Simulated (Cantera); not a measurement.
An isothermal, constant-pressure homogeneous reactor starts with CH₃OH : O₂ : N₂ = 0.014 : 0.0073 : 1 (molar parts), equivalence ratio 2.9, at 1175 K and 58000 Pa. Integrator tolerance rtol = 1e-08.

Computed with Cantera and GRI-Mech 3.0 (53 species, 325 reactions). GRI-Mech 3.0 was tuned for natural gas; its chemistry of methanol as a main component is partial and can be far from experiment.

### Question
What does this change do: temperature 1175 to 1075 K?

### Answer
```csv
quantity,before,after
x(CH₃OH) at 7.00 s,1.00e-12 (gas-phase equilibrium <1e-12),2.39e-12 (gas-phase equilibrium <1e-12)
x(O₂) at 7.00 s,<1e-12 (gas-phase equilibrium <1e-12),1.46e-9 (gas-phase equilibrium <1e-12)
x(NO) at 7.00 s,3.91e-9 (gas-phase equilibrium 2.22e-12),5.28e-10 (gas-phase equilibrium <1e-12)
x(CO₂) at 7.00 s,0.00351 (gas-phase equilibrium 0.00418),0.00158 (gas-phase equilibrium 0.00482)
x(C₂H₄) at 7.00 s,1.42e-10 (gas-phase equilibrium <1e-12),1.13e-9 (gas-phase equilibrium <1e-12)
x(HCN) at 7.00 s,5.77e-9 (gas-phase equilibrium 3.53e-9),4.37e-10 (gas-phase equilibrium 3.97e-9)
x(HO₂) at 7.00 s,<1e-12 (gas-phase equilibrium <1e-12),<1e-12 (gas-phase equilibrium <1e-12)
```

### Question
What does this change do: temperature 1175 to 1550 K?

### Answer
```
quantity                                              before                                      after
------------------  ----------------------------------------  -----------------------------------------
x(CH₃OH) at 7.00 s   1.00e-12 (gas-phase equilibrium <1e-12)      <1e-12 (gas-phase equilibrium <1e-12)
x(O₂) at 7.00 s        <1e-12 (gas-phase equilibrium <1e-12)  1.44e-11 (gas-phase equilibrium 1.19e-11)
x(NO) at 7.00 s     3.91e-9 (gas-phase equilibrium 2.22e-12)    2.52e-7 (gas-phase equilibrium 1.29e-8)
x(CO₂) at 7.00 s     0.00351 (gas-phase equilibrium 0.00418)    0.00276 (gas-phase equilibrium 0.00275)
x(C₂H₄) at 7.00 s    1.42e-10 (gas-phase equilibrium <1e-12)      <1e-12 (gas-phase equilibrium <1e-12)
x(HCN) at 7.00 s     5.77e-9 (gas-phase equilibrium 3.53e-9)    1.00e-8 (gas-phase equilibrium 2.60e-9)
x(HO₂) at 7.00 s       <1e-12 (gas-phase equilibrium <1e-12)      <1e-12 (gas-phase equilibrium <1e-12)
```

### Question
What does this change do: pressure from 58000 Pa to 1000000 Pa?

### Answer
```json
[
 {"quantity": "x(CH₃OH) at 7.00 s", "before": "1.00e-12 (gas-phase equilibrium <1e-12)", "after": "1.72e-12 (gas-phase equilibrium 1.15e-12)"},
 {"quantity": "x(O₂) at 7.00 s", "before": "<1e-12 (gas-phase equilibrium <1e-12)", "after": "1.91e-9 (gas-phase equilibrium <1e-12)"},
 {"quantity": "x(NO) at 7.00 s", "before": "3.91e-9 (gas-phase equilibrium 2.22e-12)", "after": "7.53e-12 (gas-phase equilibrium <1e-12)"},
 {"quantity": "x(CO₂) at 7.00 s", "before": "0.00351 (gas-phase equilibrium 0.00418)", "after": "0.00117 (gas-phase equilibrium 0.00418)"},
 {"quantity": "x(C₂H₄) at 7.00 s", "before": "1.42e-10 (gas-phase equilibrium <1e-12)", "after": "1.52e-9 (gas-phase equilibrium <1e-12)"},
 {"quantity": "x(HCN) at 7.00 s", "before": "5.77e-9 (gas-phase equilibrium 3.53e-9)", "after": "7.32e-11 (gas-phase equilibrium 6.08e-8)"},
 {"quantity": "x(HO₂) at 7.00 s", "before": "<1e-12 (gas-phase equilibrium <1e-12)", "after": "<1e-12 (gas-phase equilibrium <1e-12)"}
]
```
